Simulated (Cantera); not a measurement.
Input (Python, Cantera) and output of one run.

```python
import numpy as np
import cantera as ct

gas_names = """
    H HNO HNO2 HNO3 HO2 H2 H2O H2O2 N NH NH2 NH3 NH2OH NO NO2 NO3 N2 N2H2 N2H4 N2O O OH O2 O3 Si SiH
    SiH2 SiH3 SiH4 SiN SiO SiO2 Si2 Si2N Si3
""".split()
cond_names = """
    H2O(s) H2O(L) Si(cr) Si(L) SiO2(Lqz) SiO2(hqz) SiO2(L) Si2N2O(s) Si3N4(a)
""".split()


# ... load() reads the species with a 1 bar reference pressure and builds the phases ...
atoms = {
    'Si': {'Si': 1},
    'H2O': {'H': 2, 'O': 1},
    'N2': {'N': 2},
    'N2O': {'N': 2, 'O': 1},
}
top_T = {'Si2N2O(s)': 2100, 'Si3N4(a)': 2400}  # K; cautious upper limits of use, not melting points


# ... equilibrate(T, P, feed) seeds the gas with the atoms and calls Mixture.equilibrate('TP', solver="vcs", rtol=1e-11, max_steps=5000) ...
results = []
feed = {'Si': 1, 'H2O': 0.0017, 'N2': 890, 'N2O': 0.31}  # mol
T = 1850  # K
P = 180000  # Pa
mix = equilibrate(T, P, feed)
results.append((T, P, feed, dict(zip(mix.species_names, mix.species_moles))))
print(gas.report(threshold=1e-05))
for i in range(1, mix.n_phases):
    print(f"{mix.phase(i).name:16s} {mix.phase_moles(i):12.5e} mol")
```

It prints:

```
       temperature   1850 K
          pressure   1.8e+05 Pa
           density   0.32784 kg/m^3
  mean mol. weight   28.015 kg/kmol
   phase of matter   gas

                          1 kg             1 kmol
                     ---------------   ---------------
          enthalpy        1.8099e+06        5.0704e+07  J
   internal energy        1.2608e+06        3.5322e+07  J
           entropy            8722.7        2.4437e+05  J/K
    Gibbs function       -1.4327e+07       -4.0138e+08  J
 heat capacity c_p            1274.5             35707  J/K
 heat capacity c_v            977.76             27392  J/K

                      mass frac. Y      mole frac. X     chem. pot. / RT
                     ---------------   ---------------   ---------------
                N2           0.99986           0.99991           -26.093
               SiO        0.00013645        8.6712e-05           -44.673
     [  +33 minor]        4.6582e-07        2.4408e-06

Si(L)             0.00000e+00 mol
SiO2(L)           0.00000e+00 mol
Si2N2O(s)         2.34539e-01 mol
Si3N4(a)          1.51171e-01 mol
```

Equilibrium computed with Cantera from the NASA thermochemical tables; the gas is ideal and each condensed phase is pure. Mutual solubility and eutectic melting of coexisting phases are not modelled.
